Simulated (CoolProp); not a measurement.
Propylene at 482.46 K and 0.107 MPa flows at 9.6 m/s in a round tube of 1 mm bore and 0.25 µm roughness, fully developed (64/Re and Nu = 3.66 if laminar; Colebrook and Gnielinski if turbulent). Each further row changes one setting.

The numbers come from the reference Helmholtz-energy equation of state, Lemmon 2013 in CoolProp.

```
case               Reynolds number  Darcy friction factor  pressure drop (Pa/m)  heat-transfer coefficient (W/(m² K))  mass flow (kg/h)
-----------------  ---------------  ---------------------  --------------------  ------------------------------------  ----------------
as stated                      ___                 0.0809                  4200                                   147               ___
velocity 19.2 m/s             1580                 0.0404                  8390                                   147               ___
diameter 2 mm                 1580                 0.0404                   ___                                  73.4             0.122
```

**Question.** What belongs in the gaps?

**Answer.** 
- as stated, Reynolds number: 791
- as stated, mass flow (kg/h): 0.0306
- velocity 19.2 m/s, mass flow (kg/h): 0.0611
- diameter 2 mm, pressure drop (Pa/m): 1050

Viscosity comes from a separate model (Huber 2003), an estimate that may be off by 10 % or more. Thermal conductivity comes from a separate model (Huber 2003), an estimate that may be off by 10 % or more.
